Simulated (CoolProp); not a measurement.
The fluid at 334.86 K and 2.38 MPa is compressed adiabatically to 17.6 MPa with isentropic efficiency 0.85. The same conditions are run with several fluids, on thermodynamics alone (safety and materials aside).

Model: reference Helmholtz-energy equation of state of each fluid (carbonyl sulfide: Lemmon 2006; C2F6 (R116): Lemmon 2006; methane: Setzmann 1991; carbon dioxide: Span 1996; dry air: Lemmon 2000), in CoolProp. Blends and air are pseudo-pure fits.

```
fluid             work (kJ/kg)  final temperature (K)  final density (kg/m³)
----------------  ------------  ---------------------  ---------------------
carbonyl sulfide          98.7                  532.9                    320
C2F6 (R116)               40.5                  417.1                      …
methane                    507                  534.7                   61.4
carbon dioxide               …                  539.3                    184
dry air                    315                      …                      …
```

**Question.** Fill in the missing entries.

**Answer.** 
- C2F6 (R116), final density (kg/m³): 781
- carbon dioxide, work (kJ/kg): 170
- dry air, final temperature (K): 634.7
- dry air, final density (kg/m³): 90.0
